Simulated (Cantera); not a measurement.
## Thermodynamics of carbon deposition, reforming and gasification, feed C2H6 + O2 + H2

Feed: 1 mol C2H6, 0.051 mol O2, 2.8 mol H2, at 2725 K and 80.0 mbar.

These are equilibrium values from Cantera (NASA tables, ideal gas, pure condensed phases), not measurements of a reactor. Candidate condensed phases: C, C6H6, C7H8, C8H18, H2O; 110 gas species. The numbers say what is thermodynamically allowed, not how fast it happens.

```yaml
x(H2): 0.770
x(H): 0.194
x(C2H2 (acetylene)): 0.0198
x(CO): 0.0156
x(C2H): 0.000554
x(C4H2): 0.000213
x(C3): 0.000153
x(C): 3.54e-5
x(C2H2 (vinylidene)): 3.10e-5
n(C(graphite)): 1.62 mol
gas_amount: 6.538 mol
```
